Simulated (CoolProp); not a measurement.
Vapour-liquid equilibrium of R134a (1) + R245fa (2) at 34.55 °C; x and y are mole fractions of (1).

Computed with CoolProp (multi-fluid Helmholtz-energy mixture model, Tillner-Roth 1994 and Akasaka 2015; pair parameters Akasaka 2014).

| x | bubble pressure, mixture model (kPa) | bubble pressure, Raoult's law (kPa) | y, mixture model | y, Raoult's law |
|---|---|---|---|---|
| 0.05 | 239.9 | 242.1 | 0.164 | 0.181 |
| 0.2 | 333.6 | 342.2 | 0.475 | 0.512 |
| 0.35 | 428.2 | 442.3 | 0.655 | 0.693 |
| 0.5 | 524.8 | 542.3 | 0.774 | 0.808 |
| 0.65 | 624.6 | 642.4 | 0.861 | 0.886 |
| 0.8 | 728.7 | 742.5 | 0.929 | 0.944 |
| 0.95 | 838.2 | 842.6 | 0.984 | 0.988 |

The largest gap from Raoult's law is -3.2 % in bubble pressure, at x = 0.5. No azeotrope shows between x = 0.05 and 0.95.

The pair parameters rest on a limited set of measurements; away from them the model extrapolates.
